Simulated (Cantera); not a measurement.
**Stirred combustor or abatement burner**

A perfectly stirred reactor is fed with H₂ : O₂ : N₂ = 1 : 0.806 : 3.03 (molar parts), at 16.8 atm; it is adiabatic with a 675 K inlet, and is followed from long to short residence time, starting on the burning branch (τ in s: 0.036, 0.021, 0.012, 0.0069, 0.004, 0.0023, 0.0013, 0.00076, 0.00044, 0.00025, 0.00015, 8.4e-05, 4.8e-05).

Cantera simulation using the H2/O2 subset of GRI-Mech 3.0, which has no nitrogen chemistry; the numbers are that mechanism's predictions, not measurements. The hydrogen kinetics of GRI-Mech 3.0 are dated; newer H2 mechanisms differ, most at raised pressure. The pressure lies above the range GRI-Mech 3.0 was tuned for (to about 10 atm).

```
τ (s)    T (K)      x H₂    x O₂       x H   x H₂O₂     x OH
-------  -----  --------  ------  --------  -------  -------
0.036     2187  0.000230  0.0699   1.97e-5  8.23e-7  0.00270
0.021     2187  0.000235  0.0699   2.01e-5  8.26e-7  0.00271
0.012     2187  0.000244  0.0699   2.07e-5  8.31e-7  0.00273
0.0069    2187  0.000260  0.0699   2.19e-5  8.39e-7  0.00276
0.0040    2186  0.000285  0.0699   2.39e-5  8.54e-7  0.00280
0.0023    2186  0.000329  0.0699   2.75e-5  8.79e-7  0.00289
0.0013    2185  0.000403  0.0698   3.39e-5  9.22e-7  0.00302
0.00076   2183  0.000513  0.0698   4.42e-5  9.86e-7  0.00322
0.00044   2180  0.000684  0.0698   6.23e-5  1.09e-6  0.00350
0.00025   2176  0.000950  0.0698   9.44e-5  1.24e-6  0.00391
0.00015   2171   0.00130  0.0698  0.000143  1.42e-6  0.00438
8.4e-5    2163   0.00187  0.0698  0.000236  1.70e-6  0.00503
4.8e-5    2152   0.00266  0.0698  0.000387  2.05e-6  0.00578
```
x: mole fraction; the columns are a selection and need not sum to one.
